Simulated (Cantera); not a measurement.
Cantera with NASA thermochemical tables; ideal gases at 1 bar, condensed phases pure. Values are per mole of reaction as written; species without (g) are pure solids or liquids, kept so even where they would boil at 1 bar.

Between 300 and 2723 K, where is each reaction favourable under standard conditions?
- O₃(g) + 6 CuF₂(g) → 3 Cu₂O + 12 F(g)


- O₃(g) + 6 CuF₂(g) → 3 Cu₂O + 12 F(g): ΔG° is 1798 kJ at 300 K and 405 kJ at 2723 K; it stays positive (K < 1). ΔH° is 2379 kJ and ΔS° 725 J/K at 2723 K.
